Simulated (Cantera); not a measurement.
A perfectly stirred reactor is fed with 39.2 % NH₃, 58.7 % H₂, 2.11 % N₂, at 10.00 Torr; it is held at 2025 K, and followed from long to short residence time.

Cantera simulation using the gas-phase N/H chemistry of the illustrative SiF4/NH3 mechanism in the Surface Chemkin manual (1991); the numbers are that mechanism's predictions, not measurements. Walls and surfaces, which speed up NH3 decomposition in real reactors, are not modelled.

Task: Predict: x(NH₃) at τ = 4.10 s; x(H₂) at τ = 4.10 s; x(N₂) at τ = 4.10 s; x(N₂H₂) at τ = 4.10 s; x(NH₃) at τ = 0.120 s; x(H₂) at τ = 0.120 s; x(N₂) at τ = 0.120 s; x(N₂H₂) at τ = 0.120 s; x(N₂H₄) at τ = 0.120 s.

Result: 
* **x(NH₃) at τ = 4.10 s**: 0.0870
* **x(H₂) at τ = 4.10 s**: 0.786
* **x(N₂) at τ = 4.10 s**: 0.126
* **x(N₂H₂) at τ = 4.10 s**: 6.77e-7
* **x(NH₃) at τ = 0.120 s**: 0.353
* **x(H₂) at τ = 0.120 s**: 0.612
* **x(N₂) at τ = 0.120 s**: 0.0341
* **x(N₂H₂) at τ = 0.120 s**: 3.69e-6
* **x(N₂H₄) at τ = 0.120 s**: 3.80e-9
